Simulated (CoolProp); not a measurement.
Vapour pressure (kPa) of hydrogen chloride: the reference equation beside estimates from Tc = 324.7 K, pc = 8314 kPa, ω = 0.130. Clausius-Clapeyron is anchored at 275.2 K with a constant enthalpy of vaporisation of 11.18 kJ/mol.

The numbers come from the reference Helmholtz-energy equation of state, Thol 2018 in CoolProp.

```csv
T (K),reference,Clausius-Clapeyron,Redlich-Kwong,Soave-Redlich-Kwong,Peng-Robinson
250.2,1350,1676,1557,1369,1357
255.2,1571,1862,1801,1597,1582
260.2,1818,2060,2070,1851,1832
265.2,2092,2271,2366,2134,2111
270.2,2395,2495,2689,2447,2421
275.2,2731,2731,3042,2791,2762
280.2,3099,2979,3424,3170,3137
285.2,3504,3241,3838,3584,3548
290.2,3947,3515,4283,4035,3997
295.2,4431,3802,4762,4526,4487
300.2,4959,4102,5275,5057,5019
```

Absolute difference from the reference over all 11 rows, mean and median: Clausius-Clapeyron 11.1 and 10.9 %, Redlich-Kwong 11.2 and 11.4 %, Soave-Redlich-Kwong 2.0 and 2.1 %, Peng-Robinson 1.0 and 1.1 %.
